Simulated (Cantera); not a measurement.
Charge: 1 mol H2O, 2.4 mol H2, at 75.0 Torr.

Method: chemical equilibrium by Gibbs-energy minimisation in Cantera with the NASA 1993 tables (ideal gas, pure condensed phases). Candidate condensed phases: H2O; 9 gas species. Kinetics and transport are ignored.

x: gas mole fraction; nothing condenses.

```json
[
 {"T (K)": "2348", "x H": "0.0322", "x H2": "0.679", "x H2O": "0.287", "x O": "7.48e-5", "x OH": "0.00234"},
 {"T (K)": "2448", "x H": "0.0513", "x H2": "0.663", "x H2O": "0.281", "x O": "0.000218", "x OH": "0.00424"},
 {"T (K)": "2548", "x H": "0.0783", "x H2": "0.640", "x H2O": "0.273", "x O": "0.000583", "x OH": "0.00730"},
 {"T (K)": "2648", "x H": "0.115", "x H2": "0.610", "x H2O": "0.261", "x O": "0.00144", "x OH": "0.0119"},
 {"T (K)": "2748", "x H": "0.162", "x H2": "0.572", "x H2O": "0.243", "x O": "0.00333", "x OH": "0.0185"},
 {"T (K)": "2848", "x H": "0.221", "x H2": "0.525", "x H2O": "0.219", "x O": "0.00712", "x OH": "0.0270"},
 {"T (K)": "2948", "x H": "___", "x H2": "___", "x H2O": "___", "x O": "___", "x OH": "___"},
 {"T (K)": "3048", "x H": "___", "x H2": "___", "x H2O": "___", "x O": "___", "x OH": "___"},
 {"T (K)": "3148", "x H": "0.453", "x H2": "0.345", "x H2O": "0.105", "x O": "0.0404", "x OH": "0.0512"},
 {"T (K)": "3248", "x H": "0.535", "x H2": "0.281", "x H2O": "0.0682", "x O": "0.0584", "x OH": "0.0514"},
 {"T (K)": "3348", "x H": "0.612", "x H2": "0.220", "x H2O": "0.0398", "x O": "0.0763", "x OH": "0.0465"},
 {"T (K)": "3448", "x H": "0.677", "x H2": "0.167", "x H2O": "0.0213", "x O": "0.0917", "x OH": "0.0386"},
 {"T (K)": "3548", "x H": "0.729", "x H2": "0.123", "x H2O": "0.0107", "x O": "0.103", "x OH": "0.0300"}
]
```

Q: Some entries are withheld; supply them.

A: 
- 3048, x H: 0.369
- 3048, x H2: 0.409
- 3048, x H2O: 0.147
- 3048, x O: 0.0251
- 3048, x OH: 0.0456
- 2948, x H: 0.291
- 2948, x H2: 0.470
- 2948, x H2O: 0.186
- 2948, x O: 0.0140
- 2948, x OH: 0.0367
